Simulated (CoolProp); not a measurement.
Saturated liquid density (kg/m³) of R1224YDZ: the reference equation beside estimates from Tc = 428.7 K, pc = 3.334 MPa, ω = 0.325.

Computed with CoolProp (reference Helmholtz-energy equation of state, Akasaka 2023).

```tsv
T (K)	reference	Soave-Redlich-Kwong	Peng-Robinson
334.8	…	1105	…
345.3	1217	1067	1211
355.8	1179	1026	1165
366.3	1139	980.9	…
376.7	…	931.5	…
387.2	…	875.5	991.9
397.7	993.0	811.1	916.7
408.2	928.0	734.1	826.2
418.7	842.6	634.0	707.8
```

Q: What belongs in the gaps?

A: 
- 334.8, reference: 1251
- 334.8, Peng-Robinson: 1253
- 366.3, Peng-Robinson: 1113
- 376.7, reference: 1096
- 376.7, Peng-Robinson: 1057
- 387.2, reference: 1048

Absolute difference from the reference over all 9 rows, mean and median: Soave-Redlich-Kwong 16.3 and 15.0 %, Peng-Robinson 5.3 and 3.6 %.
